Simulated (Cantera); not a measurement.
Feed: 1 mol Si3N4, 0.0016 mol O2, 11 mol N2, at 0.000150 bar.

These are equilibrium values from Cantera (NASA tables, ideal gas, pure condensed phases), not measurements of a reactor. Candidate condensed phases: Si, SiO2, Si2N2O, Si3N4; 16 gas species. Mutual solubility and eutectic melting of coexisting phases are not modelled. The numbers say what is thermodynamically allowed, not how fast it happens.

x: gas mole fraction; n: condensed amount in mol.

```csv
T (K),x N2,x SiO,x Si,x SiN,x Si2N,x Si2,n Si2N2O(s),n Si3N4(s)
1048,1.00,[?],<1e-12,<1e-12,<1e-12,<1e-12,0.00320,0.998
1098,1.00,[?],<1e-12,<1e-12,<1e-12,<1e-12,0.00320,0.998
1148,1.00,[?],1.31e-12,<1e-12,<1e-12,<1e-12,0.00320,0.998
1198,1.00,[?],2.72e-11,2.15e-12,<1e-12,<1e-12,0.00320,0.998
1248,1.00,[?],4.44e-10,2.54e-11,<1e-12,<1e-12,0.00320,0.998
1298,1.000,[?],5.82e-9,2.48e-10,6.00e-12,<1e-12,0.00317,0.998
1348,1.000,[?],6.29e-8,2.03e-9,1.25e-10,1.20e-12,0.00297,0.998
1398,1.000,[?],5.72e-7,1.44e-8,2.08e-9,3.68e-11,0.00173,0.998
1448,1.000,0.000291,4.46e-6,8.83e-8,2.84e-8,8.88e-10,0,0.999
1498,1.000,0.000291,3.02e-5,4.80e-7,3.25e-7,1.72e-8,0,0.999
```

Question: Some entries are withheld; supply them.

Answer: 
- 1048, x SiO: 7.08e-12
- 1098, x SiO: 1.51e-10
- 1148, x SiO: 2.46e-9
- 1198, x SiO: 3.15e-8
- 1248, x SiO: 3.28e-7
- 1298, x SiO: 2.85e-6
- 1348, x SiO: 2.10e-5
- 1398, x SiO: 0.000133
